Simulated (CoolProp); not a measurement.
Vapour-liquid equilibrium of propane (1) + R236EA (2) at 3.08 bar; x and y are mole fractions of (1).

The numbers come from the multi-fluid Helmholtz-energy mixture model, Lemmon 2009 and Rui 2013; pair parameters Bell 2016 in CoolProp.

| x | bubble temperature (°C) | y at the bubble point | dew temperature at overall composition x (°C) | liquid density (mol/L) |
|---|---|---|---|---|
| 0.05 | 22.3 | 0.398 | 35.5 | 9.485 |
| 0.125 | 6.9 | 0.677 | 33.0 | 9.894 |
| 0.2 | -1.6 | 0.783 | 30.3 | 10.17 |
| 0.275 | -6.1 | 0.828 | 27.4 | 10.37 |
| 0.35 | -8.3 | 0.849 | 24.4 | 10.53 |
| 0.425 | -9.5 | 0.860 | 21.1 | 10.68 |
| 0.5 | -10.1 | 0.867 | 17.4 | 10.83 |
| 0.575 | -10.6 | 0.872 | 13.3 | 10.99 |
| 0.65 | -11.0 | 0.878 | 8.7 | 11.18 |
| 0.725 | -11.5 | 0.886 | 3.3 | 11.38 |
| 0.8 | -12.0 | 0.900 | -3.3 | 11.61 |
| 0.875 | -12.7 | 0.923 | -10.8 | 11.88 |
| 0.95 | -13.2 | 0.961 | -13.1 | 12.17 |

No azeotrope shows between x = 0.05 and 0.95.

The pair parameters rest on a limited set of measurements; away from them the model extrapolates. With so large a gap from Raoult's law the liquid may split in two, which this calculation doesn't test in full.
